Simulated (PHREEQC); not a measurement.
Solution (25 °C): 0.002 mol/kgw HF, 0.00015 mol/kgw H2SiF6, 0.17 mol/kgw H3BO3 and 0.0057 mol/kgw H2SO4. Closed to the air; pH follows from the charge balance.

Computed with PHREEQC (ion-association model, phreeqc.dat).

```json
[
 {"quantity": "ionic strength (mol/kgw)", "before": "0.0135", "after": "0.00739"},
 {"quantity": "SO4-2 (mol/kgw)", "before": "0.00352", "after": "0.00209"},
 {"quantity": "HSO4- (mol/kgw)", "before": "0.00218", "after": "0.000762"},
 {"quantity": "HF (mol/kgw)", "before": "0.000772", "after": "0.000590"},
 {"quantity": "F- (mol/kgw)", "before": "6.47e-5", "after": "8.84e-5"},
 {"quantity": "SI of Quartz (SiO2)", "before": "+0.16", "after": "-0.14"}
]
```

Q: What was changed between the two runs?
(A) H2SO4 replaced by ZnSO4 at the same molality
(B) H3BO3 left out
(C) diluted 2-fold with water
(D) HF from 0.002 to 0.02 mol/kgw
(E) H2SiF6 replaced by Na2SiF6 at the same molality

A: C, diluted 2-fold with water

This is a speciation only: nothing precipitates in the calculation. Some of these states are supersaturated (in Quartz (slow to form), for instance). SiF6-2 is the database's only silicon fluoride. Real BF4- forms and hydrolyses slowly; the run takes it at equilibrium.
